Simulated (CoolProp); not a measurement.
The numbers come from the reference Helmholtz-energy equation of state, Thol 2014 in CoolProp.

Q: For diethyl ether, give the phase and the cp (kJ/(kg K)), speed of sound (m/s) at 548 K and 161 kPa; 548 K and 391 kPa; 548 K and 5580 kPa.

A: 
- 548 K and 161 kPa: gas; cp 2.38, speed of sound 252
- 548 K and 391 kPa: gas; cp 2.39, speed of sound 249
- 548 K and 5580 kPa: supercritical; cp 3.05, speed of sound 184
